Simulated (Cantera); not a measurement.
Charge: 1 mol CF4, 1.4 mol F2, 0.42 mol H2, equilibrated at 2150 °C and 7.50 Torr.

These are equilibrium values from Cantera (NASA tables, ideal gas, pure condensed phases), not measurements of a reactor. Candidate condensed phases: C, C6H6, C7H8, C8H18; 95 gas species. Gases not in the tables: C2F6 and larger saturated fluorocarbons. Equilibrium is a limit: real reactors are often held back by kinetics, nucleation or transport.

Base state: F 0.662, HF 0.154, CF2 0.144, CF4 0.0321, CF3 0.00467, CF 0.00281, H 1.25e-5 (mole fractions); condensed: gas only.

Question: What changes in the equilibrium state with this change: temperature from 2150 °C to 2625 °C?

Answer: 
| species | before | after |
|---|---|---|
| F | 0.662 | 0.739 |
| HF | 0.154 | 0.127 |
| CF | 0.00281 | 0.0667 |
| CF2 | 0.144 | 0.0539 |
| CF4 | 0.0321 | 9.48e-6 |
| C3 | 6.61e-8 | 0.00931 |
| C5 | <1e-9 | 0.000117 |
| C2 | 3.62e-8 | 0.000953 |
| C4 | <1e-9 | 2.26e-5 |
